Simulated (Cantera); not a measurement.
What does this Cantera script print?

```python
import numpy as np
import cantera as ct

gas_names = """
    H HO2 H2 H2O H2O2 O OH O2 O3 Si SiH SiH2 SiH3 SiH4 SiO SiO2 Si2 Si3
""".split()
cond_names = """
    H2O(s) H2O(L) Si(cr) Si(L) SiO2(Lqz) SiO2(hqz) SiO2(L)
""".split()


def load(file, names, dense=False):
    # The tables refer to 1 bar. Condensed volumes are neglected.
    table = {s.name: s for s in ct.Species.list_from_file(file)}
    out = []
    for n in names:
        d = dict(table[n].input_data)
        d["thermo"] = dict(d["thermo"], **{"reference-pressure": 1e5})
        if dense:
            d["equation-of-state"] = {"model": "constant-volume", "density": "1e6 g/cm^3"}
        out.append(ct.Species.from_dict(d))
    return out


gas = ct.Solution(thermo="ideal-gas", species=load("nasa_gas.yaml", gas_names))
cond = {s.name: ct.Solution(thermo="fixed-stoichiometry", species=[s], name=s.name)
        for s in load("nasa_condensed.yaml", cond_names, dense=True)}
atoms = {
    'Si': {'Si': 1},
    'O2': {'O': 2},
    'H2': {'H': 2},
}
top_T = {}  # K; cautious upper limits of use, not melting points


def equilibrate(T, P, feed):
    n = {}
    for name, mol in feed.items():
        for a, k in atoms[name].items():
            n[a] = n.get(a, 0.0) + k * mol
    gas.TPX = T, P, n
    mass = sum(n.values()) * gas.mean_molecular_weight
    gas.equilibrate("TP")
    valid = [c for c in cond.values() if c.min_temp <= T <= top_T.get(c.name, c.max_temp)]
    mix = ct.Mixture([(gas, mass / gas.mean_molecular_weight)] + [(c, 0.0) for c in valid])
    mix.T, mix.P = T, P
    mix.equilibrate("TP", solver="vcs", rtol=1e-11, max_steps=5000)
    return mix


results = []
T = 2175  # K
P = 170000  # Pa
for m in [0.096, 0.13, 0.19, 0.26, 0.36, 0.5, 0.7, 0.97, 1.4, 1.9, 2.6]:
    feed = {'Si': 1, 'O2': m, 'H2': 550}  # mol
    mix = equilibrate(T, P, feed)
    results.append((T, P, feed, dict(zip(mix.species_names, mix.species_moles))))
    x = sorted(zip(gas.X, gas.species_names), reverse=True)
    print(f"T = {T:g} K  P = {P:g} Pa  n(O2) = {m:g} mol  gas = {mix.phase_moles(0):.4g} mol")
    print("   x: " + "  ".join(f"{s} {v:.3e}" for v, s in x if v > 0.0001))
    print("   condensed (mol): " + ("  ".join(f"{mix.phase(i).name} {mix.phase_moles(i):.4g}"
          for i in range(1, mix.n_phases) if mix.phase_moles(i) > 1e-12) or "none"))
```

It prints:

```
T = 2175 K  P = 170000 Pa  n(O2) = 0.096 mol  gas = 551.3 mol
   x: H2 9.954e-01  H 3.735e-03  SiO 3.480e-04  SiH2 2.636e-04  Si 1.697e-04  SiH 1.026e-04
   condensed (mol): Si(L) 0.5075
T = 2175 K  P = 170000 Pa  n(O2) = 0.13 mol  gas = 551.4 mol
   x: H2 9.953e-01  H 3.735e-03  SiO 4.712e-04  SiH2 2.636e-04  Si 1.697e-04  SiH 1.026e-04
   condensed (mol): Si(L) 0.4396
T = 2175 K  P = 170000 Pa  n(O2) = 0.19 mol  gas = 551.5 mol
   x: H2 9.950e-01  H 3.735e-03  SiO 6.885e-04  SiH2 2.635e-04  Si 1.697e-04  SiH 1.026e-04
   condensed (mol): Si(L) 0.3196
T = 2175 K  P = 170000 Pa  n(O2) = 0.26 mol  gas = 551.7 mol
   x: H2 9.948e-01  H 3.734e-03  SiO 9.419e-04  SiH2 2.635e-04  Si 1.697e-04  SiH 1.026e-04
   condensed (mol): Si(L) 0.1797
T = 2175 K  P = 170000 Pa  n(O2) = 0.36 mol  gas = 551.9 mol
   x: H2 9.945e-01  H 3.734e-03  SiO 1.304e-03  SiH2 2.460e-04  Si 1.585e-04
   condensed (mol): none
T = 2175 K  P = 170000 Pa  n(O2) = 0.5 mol  gas = 552 mol
   x: H2 9.944e-01  H 3.734e-03  SiO 1.784e-03
   condensed (mol): none
T = 2175 K  P = 170000 Pa  n(O2) = 0.7 mol  gas = 552 mol
   x: H2 9.937e-01  H 3.732e-03  SiO 1.810e-03  H2O 7.253e-04
   condensed (mol): none
T = 2175 K  P = 170000 Pa  n(O2) = 0.97 mol  gas = 552 mol
   x: H2 9.928e-01  H 3.731e-03  SiO 1.811e-03  H2O 1.702e-03
   condensed (mol): none
T = 2175 K  P = 170000 Pa  n(O2) = 1.4 mol  gas = 552 mol
   x: H2 9.912e-01  H 3.728e-03  H2O 3.259e-03  SiO 1.811e-03
   condensed (mol): none
T = 2175 K  P = 170000 Pa  n(O2) = 1.9 mol  gas = 552 mol
   x: H2 9.894e-01  H2O 5.070e-03  H 3.724e-03  SiO 1.811e-03
   condensed (mol): none
T = 2175 K  P = 170000 Pa  n(O2) = 2.6 mol  gas = 552 mol
   x: H2 9.869e-01  H2O 7.604e-03  H 3.719e-03  SiO 1.811e-03
   condensed (mol): none
```

Equilibrium computed with Cantera from the NASA thermochemical tables; the gas is ideal and each condensed phase is pure. Gases not in the tables: Si2H6 and higher silanes.
